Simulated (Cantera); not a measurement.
A freely propagating, adiabatic, planar premixed flame of CO : H2 : CH4 : O2 : N2 = 1 : 0.29 : 0.26 : 1.69 : 6.35 (molar parts), equivalence ratio 0.69, unburnt at 625 K and 31000 Pa; mixture-averaged transport, grid criteria slope 0.08 and curve 0.16, no radiation.

Cantera simulation using GRI-Mech 3.0 (53 species, 325 reactions); the numbers are that mechanism's predictions, not measurements. Burning velocities carry a grid error of a few per cent, more on coarse grids.

x: mole fraction of selected species; z is measured from the peak of heat release.

| z (mm) | T (K) | u (m/s) | x CO | x H2 | x CH4 | x C2H6 | x HO2 | x O2 |
|---|---|---|---|---|---|---|---|---|
| -4.38 | 625 | 2.07 | 0.104 | 0.0302 | 0.0271 | <1e-8 | <1e-8 | 0.176 |
| -2.92 | 625 | 2.07 | 0.104 | 0.0302 | 0.0271 | <1e-8 | 8.83e-8 | 0.176 |
| -2.19 | 625 | 2.07 | 0.104 | 0.0300 | 0.0271 | <1e-8 | 1.44e-6 | 0.176 |
| -1.46 | 626 | 2.07 | 0.104 | 0.0294 | 0.0271 | 1.37e-7 | 2.29e-5 | 0.176 |
| -0.730 | 686 | 2.26 | 0.104 | 0.0267 | 0.0262 | 1.43e-5 | 8.89e-5 | 0.174 |
| -0.365 | 884 | 2.92 | 0.103 | 0.0231 | 0.0207 | 3.83e-5 | 6.44e-5 | 0.163 |
| 0 | 1248 | 4.12 | 0.100 | 0.0164 | 0.00580 | 6.57e-6 | 5.87e-5 | 0.129 |
| 0.365 | 1433 | 4.72 | 0.0839 | 0.00846 | 0.000256 | <1e-8 | 1.57e-5 | 0.0997 |
| 0.730 | 1514 | 4.95 | 0.0660 | 0.00599 | 4.70e-6 | <1e-8 | 1.02e-5 | 0.0870 |
| 1.46 | 1620 | 5.24 | 0.0450 | 0.00602 | <1e-8 | <1e-8 | 7.50e-6 | 0.0769 |
| 2.92 | 1739 | 5.57 | 0.0334 | 0.00584 | <1e-8 | <1e-8 | 5.54e-6 | 0.0714 |
| 5.84 | 1858 | 5.90 | ___ | ___ | <1e-8 | <1e-8 | ___ | 0.0689 |
| 11.7 | 1967 | 6.20 | ___ | ___ | <1e-8 | <1e-8 | ___ | 0.0666 |

Question: Some entries are withheld; supply them.

Answer: 
- 5.84, x CO: 0.0286
- 5.84, x H2: 0.00475
- 5.84, x HO2: 3.95e-6
- 11.7, x CO: 0.0230
- 11.7, x H2: 0.00346
- 11.7, x HO2: 2.62e-6
